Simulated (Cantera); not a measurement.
An isothermal, constant-pressure homogeneous reactor starts with H2 : O2 = 0.14 : 1 (molar parts), at 1375 K and 0.0132 atm.

Computed with Cantera and the H2/O2 subset of GRI-Mech 3.0, which has no nitrogen chemistry. Radical loss at walls, strong at low pressure, is not modelled. The temperature is held fixed by assumption; the heat of reaction is taken as removed at once.

x: mole fraction; the columns are a selection and need not sum to one.

| t (s) | x H2 | x O2 | x HO2 | x H | x H2O | x H2O2 | x OH |
|---|---|---|---|---|---|---|---|
| 3.00e-6 | 0.123 | 0.877 | (withheld) | 5.01e-9 | 1.52e-11 | <1e-12 | 3.09e-10 |
| 1.19e-5 | 0.123 | 0.877 | (withheld) | 1.77e-8 | 8.34e-10 | 4.83e-12 | 4.09e-9 |
| 4.75e-5 | 0.123 | 0.877 | (withheld) | 6.95e-8 | 3.72e-8 | 7.58e-11 | 4.40e-8 |
| 0.000189 | 0.123 | 0.877 | (withheld) | 1.55e-6 | 2.94e-6 | 1.16e-9 | 1.35e-6 |
| 0.000754 | 0.0407 | 0.821 | (withheld) | 0.0259 | 0.0610 | 2.36e-7 | 0.0165 |
| 0.00300 | 0.00407 | 0.793 | 4.20e-6 | 0.0252 | 0.101 | 1.40e-7 | 0.0114 |
| 0.0119 | 0.00322 | 0.812 | 4.16e-6 | 0.0167 | 0.109 | 1.42e-7 | 0.0103 |
| 0.0475 | 0.00128 | 0.848 | (withheld) | 0.00380 | 0.122 | 1.21e-7 | 0.00662 |
| 0.189 | 0.000151 | 0.866 | (withheld) | 0.000148 | 0.129 | 5.09e-8 | 0.00230 |
| 0.754 | 1.31e-5 | 0.869 | (withheld) | 3.76e-6 | 0.130 | 1.31e-8 | 0.000678 |
| 3.00 | 1.67e-6 | 0.869 | (withheld) | 1.72e-7 | 0.131 | 3.32e-9 | 0.000243 |

### Question
Complete the blanks.

### Answer

- 3.00e-6, x HO2: 5.31e-9
- 1.19e-5, x HO2: 2.11e-8
- 4.75e-5, x HO2: 8.41e-8
- 0.000189, x HO2: 3.36e-7
- 0.000754, x HO2: 3.83e-6
- 0.0475, x HO2: 3.36e-6
- 0.189, x HO2: 1.11e-6
- 0.754, x HO2: 1.74e-7
- 3.00, x HO2: 6.26e-8
